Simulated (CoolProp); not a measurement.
Tetrahydrofuran along the isobar 44.2 bar: Z from the reference equation and from simpler models built on Tc = 540.2 K, pc = 53.04 bar, ω = 0.234; each cubic takes its own stable root.

Model: reference Helmholtz-energy equation of state, Fiedler 2023, in CoolProp.

```tsv
T (K)	phase	reference	Redlich-Kwong	Soave-Redlich-Kwong	Peng-Robinson
371.2	liquid	0.1285	0.1423	0.1379	0.1221
379.1	liquid	0.1273	0.1413	0.1368	0.1210
386.9	liquid	0.1263	(withheld)	0.1359	0.1202
394.8	liquid	0.1253	0.1398	0.1351	0.1194
402.7	liquid	0.1245	0.1393	0.1344	0.1188
410.6	liquid	(withheld)	0.1389	0.1340	0.1184
418.4	liquid	0.1231	0.1387	0.1337	0.1181
426.3	liquid	0.1226	0.1388	0.1336	(withheld)
434.2	liquid	0.1223	0.1390	0.1337	0.1181
442.1	liquid	0.1220	0.1395	0.1340	0.1184
449.9	liquid	(withheld)	(withheld)	0.1346	0.1189
457.8	liquid	0.1220	0.1412	(withheld)	0.1198
465.7	liquid	0.1223	(withheld)	0.1368	0.1209
473.6	liquid	0.1228	0.1444	0.1385	0.1224
481.4	liquid	(withheld)	0.1467	0.1406	0.1244
```

Q: Fill in the missing entries.

A: 
- 386.9, Redlich-Kwong: 0.1405
- 410.6, reference: 0.1237
- 426.3, Peng-Robinson: 0.1180
- 449.9, reference: 0.1219
- 449.9, Redlich-Kwong: 0.1402
- 457.8, Soave-Redlich-Kwong: 0.1355
- 465.7, Redlich-Kwong: 0.1426
- 481.4, reference: 0.1236
